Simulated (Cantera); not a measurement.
An adiabatic, constant-volume homogeneous reactor starts with CH4 : C2H6 : C3H8 : O2 : N2 = 1 : 0.03 : 0.5 : 4.61 : 17.3 (molar parts), at 1198 K and 10.0 bar. Integrator tolerance rtol = 1e-08.

Cantera simulation using GRI-Mech 3.0 (53 species, 325 reactions); the numbers are that mechanism's predictions, not measurements. GRI-Mech 3.0 was tuned for natural gas; its chemistry of propane as a main component is partial and can be far from experiment. Above 3000 K some thermodynamic fits are extrapolated.

What does this change do: pressure from 10.0 bar to 1.30 bar?


| quantity | before | after |
|---|---|---|
| time of steepest temperature rise | 1.75 ms | 6.44 ms |
| temperature at 0.300 s | 3019 K | 2862 K |
| equilibrium temperature | 3019 K | 2862 K |
| x(CH4) at 0.300 s | <1e-12 (gas-phase equilibrium <1e-12) | <1e-12 (gas-phase equilibrium <1e-12) |
| x(C2H6) at 0.300 s | <1e-12 (gas-phase equilibrium <1e-12) | <1e-12 (gas-phase equilibrium <1e-12) |
| x(C3H8) at 0.300 s | <1e-12 (gas-phase equilibrium <1e-12) | <1e-12 (gas-phase equilibrium <1e-12) |
| x(HCN) at 0.300 s | 1.42e-8 (gas-phase equilibrium 1.42e-8) | 3.43e-9 (gas-phase equilibrium 3.43e-9) |
| x(H2O2) at 0.300 s | 1.60e-6 (gas-phase equilibrium 1.60e-6) | 4.75e-7 (gas-phase equilibrium 4.75e-7) |
| x(H) at 0.300 s | 0.00346 (gas-phase equilibrium 0.00346) | 0.00685 (gas-phase equilibrium 0.00685) |
| x(NO) at 0.300 s | 0.0120 (gas-phase equilibrium 0.0120) | 0.0113 (gas-phase equilibrium 0.0113) |

What does this change do: initial temperature 1198 to 1100 K?


```csv
quantity,before,after
time of steepest temperature rise,1.75 ms,8.85 ms
temperature at 0.300 s,3019 K,2983 K
equilibrium temperature,3019 K,2983 K
x(CH4) at 0.300 s,<1e-12 (gas-phase equilibrium <1e-12),<1e-12 (gas-phase equilibrium <1e-12)
x(C2H6) at 0.300 s,<1e-12 (gas-phase equilibrium <1e-12),<1e-12 (gas-phase equilibrium <1e-12)
x(C3H8) at 0.300 s,<1e-12 (gas-phase equilibrium <1e-12),<1e-12 (gas-phase equilibrium <1e-12)
x(HCN) at 0.300 s,1.42e-8 (gas-phase equilibrium 1.42e-8),1.19e-8 (gas-phase equilibrium 1.19e-8)
x(H2O2) at 0.300 s,1.60e-6 (gas-phase equilibrium 1.60e-6),1.54e-6 (gas-phase equilibrium 1.54e-6)
x(H) at 0.300 s,0.00346 (gas-phase equilibrium 0.00346),0.00285 (gas-phase equilibrium 0.00285)
x(NO) at 0.300 s,0.0120 (gas-phase equilibrium 0.0120),0.0111 (gas-phase equilibrium 0.0111)
```
